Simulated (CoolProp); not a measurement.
Vapour-liquid equilibrium of n-pentane (1) + acetone (2) at 139.75 °C; x and y are mole fractions of (1).

Computed with CoolProp (multi-fluid Helmholtz-energy mixture model, Thol 2019 and Lemmon 2006; pair parameters Bell 2016).

```json
[
 {"x": "0.05", "bubble pressure (kPa)": "1036", "y at the bubble point": "___", "dew pressure at overall composition x (kPa)": "970.1", "liquid density (mol/L)": "10.58"},
 {"x": "0.125", "bubble pressure (kPa)": "1165", "y at the bubble point": "0.254", "dew pressure at overall composition x (kPa)": "1036", "liquid density (mol/L)": "10.06"},
 {"x": "0.2", "bubble pressure (kPa)": "1263", "y at the bubble point": "0.345", "dew pressure at overall composition x (kPa)": "1109", "liquid density (mol/L)": "9.581"},
 {"x": "0.275", "bubble pressure (kPa)": "1338", "y at the bubble point": "0.414", "dew pressure at overall composition x (kPa)": "1187", "liquid density (mol/L)": "9.134"},
 {"x": "0.35", "bubble pressure (kPa)": "1396", "y at the bubble point": "0.470", "dew pressure at overall composition x (kPa)": "1269", "liquid density (mol/L)": "8.724"},
 {"x": "0.425", "bubble pressure (kPa)": "1438", "y at the bubble point": "0.520", "dew pressure at overall composition x (kPa)": "1350", "liquid density (mol/L)": "8.350"},
 {"x": "0.5", "bubble pressure (kPa)": "1469", "y at the bubble point": "0.566", "dew pressure at overall composition x (kPa)": "1422", "liquid density (mol/L)": "8.011"},
 {"x": "0.575", "bubble pressure (kPa)": "1490", "y at the bubble point": "0.611", "dew pressure at overall composition x (kPa)": "1474", "liquid density (mol/L)": "___"},
 {"x": "0.65", "bubble pressure (kPa)": "1499", "y at the bubble point": "0.658", "dew pressure at overall composition x (kPa)": "___", "liquid density (mol/L)": "7.444"},
 {"x": "0.725", "bubble pressure (kPa)": "1496", "y at the bubble point": "0.709", "dew pressure at overall composition x (kPa)": "1493", "liquid density (mol/L)": "7.214"},
 {"x": "0.8", "bubble pressure (kPa)": "1479", "y at the bubble point": "0.767", "dew pressure at overall composition x (kPa)": "___", "liquid density (mol/L)": "7.017"},
 {"x": "0.875", "bubble pressure (kPa)": "1443", "y at the bubble point": "0.837", "dew pressure at overall composition x (kPa)": "1419", "liquid density (mol/L)": "6.851"},
 {"x": "0.95", "bubble pressure (kPa)": "1383", "y at the bubble point": "0.925", "dew pressure at overall composition x (kPa)": "1364", "liquid density (mol/L)": "6.712"}
]
```

Question: Some entries are withheld; supply them.

Answer: 
- 0.05, y at the bubble point: 0.124
- 0.575, liquid density (mol/L): 7.710
- 0.65, dew pressure at overall composition x (kPa): 1498
- 0.8, dew pressure at overall composition x (kPa): 1464

y crosses x between x = 0.65 and 0.725: the model has an azeotrope there.

The pair parameters rest on a limited set of measurements; away from them the model extrapolates.
